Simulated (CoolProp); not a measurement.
Vapour-liquid equilibrium of propane (1) + R134a (2) at 257.9 K; x and y are mole fractions of (1).

The numbers come from the multi-fluid Helmholtz-energy mixture model, Lemmon 2009 and Tillner-Roth 1994; pair parameters Bell 2016 in CoolProp.

### Question
Give the bubble pressure and the first vapour's composition at x = 0.05, 0.35, 0.65. Is there an azeotrope?

### Answer
x = 0.05: 2.249 bar, y = 0.297; x = 0.35: 3.473 bar, y = 0.603; x = 0.65: 3.587 bar, y = 0.657. y crosses x between x = 0.65 and 0.75: the model has an azeotrope there.

The pair parameters rest on a limited set of measurements; away from them the model extrapolates. With so large a gap from Raoult's law the liquid may split in two, which this calculation doesn't test in full.
